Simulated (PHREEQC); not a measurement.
Make-up at 90 °C: 0.25 mol ZnBr2 per kg of water. Closed to the air; pH follows from the charge balance.

Computed with PHREEQC (ion-association model, phreeqc.dat).

Q: The ionic strength comes out as 0.742 mol/kgw. What activity coefficients do ZnBr+, H+, ZnOH+, Br-, Zn+2 get?

A: ZnBr+ 0.72, H+ 0.73, ZnOH+ 0.72, Br- 0.54, Zn+2 0.15.

Precipitation was switched off in this run. The ionic strength is past about 0.7 mol/kgw, beyond the range of this activity model, so the values are rough. Constants without temperature data keep their 25 °C values here.
